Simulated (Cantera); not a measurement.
A perfectly stirred reactor is fed with 41.7 % NO, 58.3 % N₂, at 21000 Pa; it is held at 2100 K, and followed from long to short residence time.

Computed with Cantera and GRI-Mech 3.0 (53 species, 325 reactions).

x: mole fraction; the columns are a selection and need not sum to one.

```tsv
τ (s)	x NO	x O	x NO₂	x O₂	x N₂O	x N₂
6.7	0.0590	0.00129	3.65e-5	0.178	…	0.762
3.0	0.0997	0.00122	5.82e-5	0.158	…	0.741
1.3	0.169	0.00109	8.72e-5	0.123	…	0.707
0.57	0.257	0.000897	0.000107	0.0790	…	0.663
0.25	0.335	0.000677	0.000102	0.0402	…	0.624
0.11	0.381	0.000503	8.31e-5	0.0175	…	0.601
0.048	0.402	0.000394	6.61e-5	0.00714	7.20e-5	0.591
0.021	0.410	0.000331	5.52e-5	0.00286	7.44e-5	0.586
0.0092	0.414	0.000283	4.71e-5	0.00108	7.25e-5	0.584
```

Question: Some entries are withheld; supply them.

Answer: 
- 6.7, x N₂O: 1.49e-6
- 3.0, x N₂O: 3.94e-6
- 1.3, x N₂O: 1.12e-5
- 0.57, x N₂O: 2.69e-5
- 0.25, x N₂O: 4.77e-5
- 0.11, x N₂O: 6.37e-5
